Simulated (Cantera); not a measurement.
Charge: 1 mol SiH4, 250 mol H2, held at 0.00410 bar.

Method: chemical equilibrium by Gibbs-energy minimisation in Cantera with the NASA 1993 tables (ideal gas, pure condensed phases). Candidate condensed phases: Si; 9 gas species. Gases not in the tables: Si2H6 and higher silanes. Rates play no part.

### Question
At 1773 K, list the 5 most abundant gas species with their mole fractions, and the condensed phases.

### Answer
H2 0.995, H 0.00443, Si 0.000520, SiH 4.10e-5, SiH2 2.46e-5. Condensed: Si(l).
